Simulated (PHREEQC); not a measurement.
Dissolve 0.01 mol/kgw NaH2PO4, 0.0021 mol/kgw NaOH and 1.6e-06 mol/kgw H4SiO4 at 25 °C. Closed to the air; pH follows from the charge balance.

Model: ion-association model, phreeqc.dat, run in PHREEQC.

No solid was allowed to form.

Question: Order these P species by the share of P that they hold, largest first: HPO4-2, H2PO4-, NaHPO4-.

Answer: H2PO4- (79 %), HPO4-2 (21 %), NaHPO4- (0.30 %)

The pH is 6.47 and the ionic strength 0.0141 mol/kgw.
